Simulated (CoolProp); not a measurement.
Saturated liquid density (kg/m³) of toluene: the reference equation beside estimates from Tc = 318.6 °C, pc = 41.26 bar, ω = 0.266.

The numbers come from the reference Helmholtz-energy equation of state, Lemmon 2006 in CoolProp. It is a short technical equation, of lower accuracy than the large ones.

| T (°C) | reference | Soave-Redlich-Kwong | Peng-Robinson |
|---|---|---|---|
| 69.95 | 819.6 | [?] | 827.4 |
| 73.65 | 816.0 | [?] | 824.1 |
| 77.25 | 812.5 | 727.6 | 820.9 |
| 80.85 | 809.0 | 724.6 | [?] |
| 84.45 | 805.4 | 721.5 | 814.4 |
| 88.15 | 801.8 | 718.3 | 810.9 |
| 91.75 | 798.2 | 715.2 | 807.5 |
| 95.35 | 794.6 | 711.9 | 804.1 |
| 99.05 | 790.9 | 708.6 | 800.4 |
| 102.65 | 787.2 | 705.3 | 796.9 |
| 106.25 | 783.6 | [?] | 793.2 |
| 109.95 | 779.8 | 698.4 | 789.4 |
| 113.55 | 776.1 | 695.0 | 785.7 |
| 117.15 | 772.4 | [?] | 781.9 |
| 120.75 | 768.6 | 687.9 | 778.0 |

Problem. What belongs in the gaps?

Solution. 
- 69.95, Soave-Redlich-Kwong: 733.7
- 73.65, Soave-Redlich-Kwong: 730.6
- 80.85, Peng-Robinson: 817.7
- 106.25, Soave-Redlich-Kwong: 701.9
- 117.15, Soave-Redlich-Kwong: 691.4

Absolute difference from the reference over all 15 rows, mean and median: Soave-Redlich-Kwong 10.4 and 10.4 %, Peng-Robinson 1.1 and 1.2 %.
